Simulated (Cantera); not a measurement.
## Gas-phase reforming

An isothermal, constant-pressure homogeneous reactor starts with 79.0 % CH4, 21.0 % H2O, at 1825 K and 7500 Torr.

Detailed kinetics in Cantera: GRI-Mech 3.0 (53 species, 325 reactions). GRI-Mech 3.0 stops at C3 and has no aromatics, soot or wall deposition, so with more carbon than oxygen in the feed, carbon stays in small species such as C2H2 where larger ones or solid carbon would form.

| t (s) | x CH4 | x H2O | x CO2 | x C2H2 | x CH2O |
|---|---|---|---|---|---|
| 7.00e-5 | 0.614 | 0.194 | 6.95e-7 | 0.0197 | 1.90e-5 |
| 0.000188 | 0.448 | 0.172 | 5.15e-6 | 0.0725 | 9.45e-6 |
| 0.000506 | 0.285 | 0.150 | 2.80e-5 | 0.125 | 4.44e-6 |
| 0.00136 | 0.163 | 0.132 | 0.000134 | 0.157 | 2.08e-6 |
| 0.00366 | 0.103 | 0.116 | 0.000488 | 0.167 | 1.17e-6 |
| 0.00984 | 0.0929 | 0.0931 | 0.00113 | 0.157 | 8.62e-7 |
| 0.0265 | 0.0914 | 0.0579 | 0.00143 | 0.136 | 6.02e-7 |
| 0.0711 | 0.0887 | 0.0212 | 0.000784 | 0.115 | 4.06e-7 |
| 0.191 | 0.0868 | 0.00228 | 9.84e-5 | 0.104 | 3.33e-7 |
| 0.514 | 0.0865 | 1.53e-5 | 6.66e-7 | 0.103 | 3.25e-7 |
| 1.38 | 0.0865 | 7.30e-6 | 3.16e-7 | 0.103 | 3.25e-7 |
| 3.72 | 0.0865 | 7.30e-6 | 3.16e-7 | 0.103 | 3.25e-7 |
| 10.0 | 0.0865 | 7.30e-6 | 3.16e-7 | 0.103 | 3.25e-7 |
x: mole fraction; the columns are a selection and need not sum to one.

Equilibrium at this temperature and pressure: CH4 0.0865, H2O 7.40e-6, CO2 3.20e-7, C2H2 0.103, CH2O 3.25e-7 (gas phase only).
